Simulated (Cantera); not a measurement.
A Cantera script and what it prints.

```python
import numpy as np
import cantera as ct

gas_names = [...]  # 87 gases of nasa_gas.yaml made of C, H, Si
cond_names = """
    C(gr) C6H6(L) C7H8(L) C8H18(L),n-octa Si(cr) Si(L) SiC(b)
""".split()


# ... load() reads the species with a 1 bar reference pressure and builds the phases ...
atoms = {
    'SiC': {'Si': 1, 'C': 1},
    'C': {'C': 1},
    'H2': {'H': 2},
}
top_T = {'C(gr)': 4500, 'SiC(b)': 3050}  # K; cautious upper limits of use, not melting points


# ... equilibrate(T, P, feed) seeds the gas with the atoms and calls Mixture.equilibrate('TP', solver="vcs", rtol=1e-11, max_steps=5000) ...
results = []
feed = {'SiC': 1, 'C': 0.075, 'H2': 6.1}  # mol
P = 820000  # Pa
for T in [1523, 1623, 1723, 1823, 1923, 2023, 2123, 2223, 2323, 2423, 2523, 2623, 2723]:
    mix = equilibrate(T, P, feed)
    results.append((T, P, feed, dict(zip(mix.species_names, mix.species_moles))))

top = {s: max(r[3][s] / sum(r[3][g] for g in gas_names) for r in results) for s in gas_names}
cols = sorted((s for s in top if top[s] > 1e-05), key=lambda s: -top[s])[:5]
seen = [c for c in cond_names if any(r[3].get(c, 0) > 1e-12 for r in results)]
print("log10 of partial pressures in bar; condensed amounts in mol")
print(f"{'T/K':>10s}" + "".join(f"{s[:9]:>10s}" for s in cols + seen))
for T, P, feed, n in results:
    ng = sum(n[g] for g in gas_names)
    print(f"{T:10.4g}" + "".join(f"{np.log10(max(n[s] / ng * P / 1e5, 1e-99)):10.3f}" for s in cols)
          + "".join(f"{n.get(c, 0):10.4g}" for c in seen))
```

Output:

```
log10 of partial pressures in bar; condensed amounts in mol
       T/K        H2         H       CH4 C2H2,acet        Si     C(gr)    SiC(b)
      1523     0.908    -4.182    -0.992    -4.362    -9.672         0         1
      1623     0.909    -3.706    -1.012    -3.549    -8.750  0.002683         1
      1723     0.910    -3.284    -1.177    -3.133    -7.785   0.02439         1
      1823     0.911    -2.908    -1.324    -2.764    -6.928   0.03688         1
      1923     0.912    -2.570    -1.456    -2.434    -6.160     0.043         1
      2023     0.912    -2.266    -1.575    -2.137    -5.469    0.0437    0.9999
      2123     0.911    -1.990    -1.682    -1.870    -4.845   0.03864    0.9999
      2223     0.911    -1.738    -1.780    -1.627    -4.277   0.02657    0.9997
      2323     0.909    -1.508    -1.870    -1.406    -3.758   0.00548    0.9992
      2423     0.908    -1.297    -2.021    -1.341    -3.215         0    0.9979
      2523     0.906    -1.103    -2.174    -1.310    -2.701         0    0.9943
      2623     0.903    -0.924    -2.307    -1.265    -2.236         0    0.9857
      2723     0.898    -0.759    -2.417    -1.189    -1.823         0    0.9659
```

Method: chemical equilibrium by Gibbs-energy minimisation in Cantera with the NASA 1993 tables (ideal gas, pure condensed phases). Gases not in the tables: Si2H6 and higher silanes.
